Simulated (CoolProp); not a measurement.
Model: reference Helmholtz-energy equation of state, Lemmon 2006, in CoolProp. It is a short technical equation, of lower accuracy than the large ones.

**Question.** Give the vapour pressure (MPa), liquid cp (kJ/(kg K)), vapour Z of saturated nitrous oxide at 204.5, 218.2, 222.8 K.

**Answer.** 
```tsv
T (K)	p (MPa)	liquid cp (kJ/(kg K))	vapour Z
204.5	0.291	1.75	0.945
218.2	0.531	1.78	0.915
222.8	0.639	1.80	0.904
```
